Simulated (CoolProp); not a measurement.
Vapour-liquid equilibrium of CH2F2 (R32) (1) + R236EA (2) at 0.986 MPa; x and y are mole fractions of (1).

Computed with CoolProp (multi-fluid Helmholtz-energy mixture model, Tillner-Roth 1997 and Rui 2013; pair parameters Bell 2016).

Question: Give the bubble temperature and the first vapour's composition at x = 0.2, 0.275, 0.875. Is there an azeotrope?

Answer: x = 0.2: 56.6 °C, y = 0.496; x = 0.275: 49.2 °C, y = 0.618; x = 0.875: 10.9 °C, y = 0.979. No azeotrope shows between x = 0.05 and 0.95.

Pair parameters are fitted to limited data, so mixtures are less certain than the pure fluids.
